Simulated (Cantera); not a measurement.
An isothermal, constant-pressure homogeneous reactor starts with 0.881 % CO, 3.26 % O2, 0.0852 % H2O, 95.8 % N2, at 1275 K and 188 Torr.

Cantera simulation using GRI-Mech 3.0 (53 species, 325 reactions); the numbers are that mechanism's predictions, not measurements.

x: mole fraction; the columns are a selection and need not sum to one.

| t (s) | x CO | x O2 | x H2O | x O | x HO2 | x H |
|---|---|---|---|---|---|---|
| 0.000100 | 0.00881 | 0.0326 | 0.000852 | 1.08e-9 | 1.65e-12 | <1e-12 |
| 0.000316 | 0.00881 | 0.0326 | 0.000852 | 3.42e-9 | 5.76e-12 | 1.21e-11 |
| 0.00100 | 0.00881 | 0.0326 | 0.000852 | ? | 4.06e-11 | 1.31e-10 |
| 0.00316 | 0.00881 | 0.0326 | 0.000852 | 6.12e-8 | 8.73e-10 | 1.67e-9 |
| 0.0100 | 0.00881 | 0.0326 | 0.000852 | 4.70e-6 | 9.59e-8 | 1.66e-7 |
| 0.0316 | 0.00376 | 0.0294 | 0.000666 | 0.00153 | 1.07e-6 | 0.000231 |
| 0.100 | 0.000246 | 0.0283 | 0.000831 | 0.000143 | 4.35e-7 | 7.80e-6 |
| 0.316 | 2.12e-5 | 0.0283 | 0.000850 | 1.27e-5 | 9.61e-8 | 2.11e-7 |
| 1.00 | ? | 0.0283 | 0.000854 | ? | ? | ? |
| 3.16 | 1.51e-7 | 0.0283 | 0.000855 | 2.34e-7 | 2.30e-9 | 5.36e-10 |
| 10.0 | 2.14e-8 | 0.0283 | 0.000856 | 6.74e-8 | 6.65e-10 | 8.32e-11 |
| 31.6 | 1.00e-8 | 0.0283 | 0.000856 | 3.86e-8 | 4.33e-10 | 3.63e-11 |
| 100 | 9.73e-9 | 0.0283 | 0.000856 | 3.78e-8 | 4.28e-10 | 3.53e-11 |

Question: What belongs in the gaps?

Answer: 
- 0.00100, x O: 1.13e-8
- 1.00, x CO: 1.84e-6
- 1.00, x O: 1.43e-6
- 1.00, x HO2: 1.48e-8
- 1.00, x H: 8.17e-9
